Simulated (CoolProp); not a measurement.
Vapour-liquid equilibrium of dimethyl ether (1) + R236EA (2) at 3.22 bar; x and y are mole fractions of (1).

Computed with CoolProp (multi-fluid Helmholtz-energy mixture model, Wu 2011 and Rui 2013; pair parameters Bell 2016).

Q: Give the bubble temperature and the first vapour's composition at x = 0.25, 0.85, 0.95. Is there an azeotrope?

A: x = 0.25: 309.3 K, y = 0.320; x = 0.85: 284.5 K, y = 0.974; x = 0.95: 280.3 K, y = 0.995. No azeotrope shows between x = 0.05 and 0.95.

The pair parameters rest on a limited set of measurements; away from them the model extrapolates.
